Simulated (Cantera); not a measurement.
# Thermodynamics of silicon epitaxy and polysilicon growth, feed Si2Cl6 + Cl2 + N2

Feed: 1 mol Si2Cl6, 0.46 mol Cl2, 53 mol N2, equilibrated at 1200 Pa.

Equilibrium computed with Cantera from the NASA thermochemical tables; the gas is ideal and each condensed phase is pure. Candidate condensed phases: Si, Si3N4; 13 gas species. The feed counts by its element totals alone. N2 is the only nitrogen source here; it is nearly inert below about 1500 K, so the nitride shown seldom forms there in practice. The tables' values for SiCl3 are old estimates; treat these amounts as uncertain. Rates play no part.

From 1200 K to 1300 K the condensed part is Si3N4(s). From 1350 K to 1650 K nothing is condensed. The main Si-bearing gas is SiCl4 throughout.

```csv
T (K),log p N2,log p SiCl4,log p SiCl3,log p SiCl2,log p Cl,log p Cl2,log p SiCl,n Si3N4(s)
1200,-1.94,-3.43,-4.85,-5.33,-7.75,-10.84,-12.33,0.0811
1250,-1.94,-3.45,-4.58,-4.85,-7.35,-10.49,-11.39,0.0692
1300,-1.94,-3.49,-4.34,-4.42,-7.00,-10.18,-10.53,0.0436
1350,-1.94,-3.55,-4.16,-4.08,-6.65,-9.86,-9.80,0
1400,-1.94,-3.55,-4.13,-4.09,-6.14,-9.18,-9.64,0
1450,-1.94,-3.56,-4.11,-4.10,-5.66,-8.56,-9.49,0
1500,-1.94,-3.56,-4.08,-4.10,-5.23,-7.99,-9.34,0
1550,-1.94,-3.57,-4.05,-4.09,-4.83,-7.47,-9.18,0
1600,-1.94,-3.60,-4.02,-4.06,-4.47,-7.01,-8.99,0
1650,-1.94,-3.64,-3.99,-4.00,-4.16,-6.64,-8.75,0
```
log p: log10 of the partial pressure in bar; n: condensed amount in mol.
